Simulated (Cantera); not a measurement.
**Thermodynamics of silicon etching in halogen gases, feed Si + Br2 + N2**

A closed system holds: 1 mol Si, a varied amount of Br2, 8.4 mol N2, held at 800 °C and 45.0 Pa.

These are equilibrium values from Cantera (NASA tables, ideal gas, pure condensed phases), not measurements of a reactor. Candidate condensed phases: Br2, Si, Si3N4; 13 gas species. N2 is the only nitrogen source here; it is nearly inert below about 1500 K, so the nitride shown seldom forms there in practice. The tables' values for SiBr3 are old estimates; treat these amounts as uncertain. Kinetics and transport are ignored.

| n(Br2) (mol) | x N2 | x Br | x Br2 | x SiBr4 | x SiBr2 | x SiBr3 | n Si3N4(s) |
|---|---|---|---|---|---|---|---|
| 0.58 | 0.963 | 0.00133 | 4.82e-6 | 0.0344 | 0.000488 | 0.000340 | 0.237 |
| 0.79 | 0.952 | 0.00142 | 5.55e-6 | 0.0460 | 0.000567 | 0.000424 | 0.202 |
| 1.1 | 0.935 | 0.00153 | 6.42e-6 | 0.0624 | 0.000664 | 0.000533 | 0.150 |
| 1.5 | 0.915 | 0.00163 | 7.31e-6 | 0.0820 | 0.000767 | 0.000658 | 0.0829 |
| 2 | 0.892 | 0.00199 | 1.08e-5 | 0.105 | 0.000661 | 0.000690 | 0 |
| 2.8 | 0.783 | 0.0973 | 0.0260 | 0.0933 | 2.46e-7 | 1.25e-5 | 0 |
| 3.8 | 0.691 | 0.158 | 0.0688 | 0.0822 | 8.17e-8 | 6.79e-6 | 0 |
| 5.1 | 0.602 | 0.208 | 0.118 | 0.0717 | 4.14e-8 | 4.52e-6 | 0 |
| 7 | 0.509 | 0.254 | 0.176 | 0.0606 | 2.35e-8 | 3.13e-6 | 0 |
| 9.6 | 0.422 | 0.293 | 0.235 | 0.0502 | 1.46e-8 | 2.24e-6 | 0 |
x: gas mole fraction; n: condensed amount in mol.

From 0.58 mol Br2 to 1.5 mol Br2 the condensed part is Si3N4(s). From 2 mol Br2 to 9.6 mol Br2 nothing is condensed. The main Si-bearing gas is SiBr4 throughout.
